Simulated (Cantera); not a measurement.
A closed system holds: 1 mol SiH₂Cl₂, 1.7 mol N₂O, 3.9 mol H₂, equilibrated at 1.00 bar.

Method: chemical equilibrium by Gibbs-energy minimisation in Cantera with the NASA 1993 tables (ideal gas, pure condensed phases). Candidate condensed phases: H₂O, NH₄Cl, Si, SiO₂, Si₂N₂O, Si₃N₄; 47 gas species. Mutual solubility and eutectic melting of coexisting phases are not modelled. The tables' values for SiCl₃ are old estimates; treat these amounts as uncertain. The tables hold silica as quartz up to 1696 K and as liquid above; real silica turns to tridymite and cristobalite and melts near 1996 K. Equilibrium is a limit: real reactors are often held back by kinetics, nucleation or transport.

At 1675 K, list the 4 most abundant gas species with their mole fractions, and the condensed phases.

H₂ 0.520, HCl 0.265, N₂ 0.214, SiCl₂ 0.000369. Condensed: SiO₂(β-quartz) + Si₂N₂O(s).
